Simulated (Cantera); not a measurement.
**Thermodynamics of silicon nitride deposition, feed trisilylamine + N₂ + H₂**

Input: 1 mol trisilylamine, 1.7 mol N₂, 0.12 mol H₂, at 0.0110 bar.

Equilibrium computed with Cantera from the NASA thermochemical tables; the gas is ideal and each condensed phase is pure. Candidate condensed phases: Si, Si₃N₄; 18 gas species. The feed counts by its element totals alone. Mutual solubility and eutectic melting of coexisting phases are not modelled. The tables' values for SiN are old estimates; treat these amounts as uncertain. Gases not in the tables: Si₂H₆ and higher silanes. The numbers say what is thermodynamically allowed, not how fast it happens.

From 552 °C to 1302 °C the condensed part is Si₃N₄(s). At 1452 °C the condensed part is Si(l) + Si₃N₄(s). From 1602 °C to 1752 °C the condensed part is Si(l).

| T (°C) | log p H₂ | log p N₂ | log p H | log p Si | log p SiH | n Si₃N₄(s) | n Si(l) |
|---|---|---|---|---|---|---|---|
| 552 | -1.98 | -3.34 | -12.09 | <-13 | <-13 | 1.00 | 0 |
| 702 | -1.98 | -3.34 | -9.93 | <-13 | <-13 | 1.00 | 0 |
| 852 | -1.98 | -3.34 | -8.34 | <-13 | <-13 | 1.00 | 0 |
| 1002 | -1.98 | -3.34 | -7.12 | -12.88 | -12.89 | 1.00 | 0 |
| 1152 | -1.98 | -3.34 | -6.15 | -9.90 | -10.24 | 1.00 | 0 |
| 1302 | -1.98 | -3.34 | -5.37 | -7.49 | -8.10 | 1.000 | 0 |
| 1452 | -2.07 | -2.61 | -4.77 | -5.99 | -6.87 | 0.437 | 1.69 |
| 1602 | -2.13 | -2.45 | -4.25 | -5.04 | -6.14 | 0 | 2.99 |
| 1752 | -2.14 | -2.46 | -3.78 | -4.23 | -5.50 | 0 | 2.96 |
log p: log10 of the partial pressure in bar; n: condensed amount in mol.
